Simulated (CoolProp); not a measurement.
A Linde-Hampson liquefier for oxygen: isothermal reversible compression at 200 K from 1 atm to 30 MPa, throttling to 1 atm, return gas leaving the recuperator 0 K below the feed. Each further row changes one setting.

Model: reference Helmholtz-energy equation of state, Schmidt 1985, in CoolProp.

```
case                        liquid yield per pass  compression work (kJ/kg of gas)
--------------------------  ---------------------  -------------------------------
as stated                              (withheld)                              261
high pressure 60 MPa                   (withheld)                              299
warm-end temperature 230 K             (withheld)                              316
warm-end gap 5 K                       (withheld)                              261
```

Fill in the missing entries.


- as stated, liquid yield per pass: 0.370
- high pressure 60 MPa, liquid yield per pass: 0.363
- warm-end temperature 230 K, liquid yield per pass: 0.273
- warm-end gap 5 K, liquid yield per pass: 0.361
